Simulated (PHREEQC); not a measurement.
# Nickel, zinc or cadmium bath: an equilibrium model

Dissolve 0.17 mol/kgw Ni(NO3)2, 0.0024 mol/kgw KCl and 0.00054 mol/kgw H2SO4 at 45 °C. Closed to the air; pH follows from the charge balance.

Equilibrium calculation in PHREEQC: ion-association model, wateq4f.dat.

Each row changes one thing in this solution. No solid was allowed to form.

```json
[
 {"case": "as made", "pH": "3.09", "SO4-2 (mol/kgw)": "0.000187", "HSO4- (mol/kgw)": "6.96e-6"},
 {"case": "KCl replaced by SrCl2 at the same molality", "pH": "3.09", "SO4-2 (mol/kgw)": "0.000186", "HSO4- (mol/kgw)": "6.91e-6"},
 {"case": "temperature from 45 to 75 °C", "pH": "3.10", "SO4-2 (mol/kgw)": "0.000181", "HSO4- (mol/kgw)": "1.37e-5"},
 {"case": "H2SO4 replaced by Ag2SO4 at the same molality", "pH": "5.30", "SO4-2 (mol/kgw)": "0.000189", "HSO4- (mol/kgw)": "4.33e-8"},
 {"case": "H2SO4 replaced by Rb2SO4 at the same molality", "pH": "5.30", "SO4-2 (mol/kgw)": "0.000189", "HSO4- (mol/kgw)": "4.33e-8"},
 {"case": "Ni(NO3)2 replaced by NaNO3 at the same molality", "pH": "3.07", "SO4-2 (mol/kgw)": "0.000402", "HSO4- (mol/kgw)": "2.14e-5"},
 {"case": "KCl left out", "pH": "3.09", "SO4-2 (mol/kgw)": "0.000187", "HSO4- (mol/kgw)": "6.97e-6"},
 {"case": "KCl replaced by KOH at the same molality", "pH": "7.60", "SO4-2 (mol/kgw)": "0.000190", "HSO4- (mol/kgw)": "2.19e-10"}
]
```

Species that the database lacks are ignored. Some of these states are supersaturated (in Cerargyrite, for instance). In wateq4f.dat the enthalpy of Ni(OH)2 has the wrong sign, so its saturation index can't be trusted away from 25 °C. Away from 25 °C the constants follow the database's enthalpies or fits; those with neither stay at their 25 °C values.
